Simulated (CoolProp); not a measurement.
Vapour-liquid equilibrium of carbon monoxide (1) + methane (2) at 0.388 MPa; x and y are mole fractions of (1).

Model: multi-fluid Helmholtz-energy mixture model, Lemmon 2006 and Setzmann 1991; pair parameters Kunz 2012, in CoolProp.

Give the bubble temperature and the first vapour's composition at x = 0.5, 0.65, 0.95. Is there an azeotrope?

x = 0.5: -170.7 °C, y = 0.930; x = 0.65: -173.3 °C, y = 0.957; x = 0.95: -176.9 °C, y = 0.994. No azeotrope shows between x = 0.05 and 0.95.

The pair parameters rest on a limited set of measurements; away from them the model extrapolates.
